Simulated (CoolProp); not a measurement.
A simple Rankine cycle with trans-2-butene: condensing at 310.15 K, boiler at 1.92 MPa, turbine inlet 387.7 K, turbine efficiency 0.75, pump efficiency 0.8, no recuperator. Each further row changes one setting.

The numbers come from the reference Helmholtz-energy equation of state, Lemmon 2005 in CoolProp. It is a short technical equation, of lower accuracy than the large ones.

```json
[
 {"case": "as stated", "thermal efficiency (%)": "11.6", "net work (kJ/kg)": "52.6", "heat in (kJ/kg)": "455", "turbine exit temperature (K)": "329.1", "volume ratio over the turbine": "6.47"},
 {"case": "turbine inlet 407.7 K", "thermal efficiency (%)": "11.7", "net work (kJ/kg)": "59.0", "heat in (kJ/kg)": "505", "turbine exit temperature (K)": "353.3", "volume ratio over the turbine": "6.12"},
 {"case": "condensing temperature 302.15 K", "thermal efficiency (%)": "12.7", "net work (kJ/kg)": "60.2", "heat in (kJ/kg)": "474", "turbine exit temperature (K)": "323.1", "volume ratio over the turbine": "8.17"},
 {"case": "boiler pressure 1.34 MPa", "thermal efficiency (%)": "9.7", "net work (kJ/kg)": "46.7", "heat in (kJ/kg)": "480", "turbine exit temperature (K)": "346.4", "volume ratio over the turbine": "4.12"},
 {"case": "turbine efficiency 0.65", "thermal efficiency (%)": "9.9", "net work (kJ/kg)": "45.2", "heat in (kJ/kg)": "455", "turbine exit temperature (K)": "333.3", "volume ratio over the turbine": "6.58"}
]
```
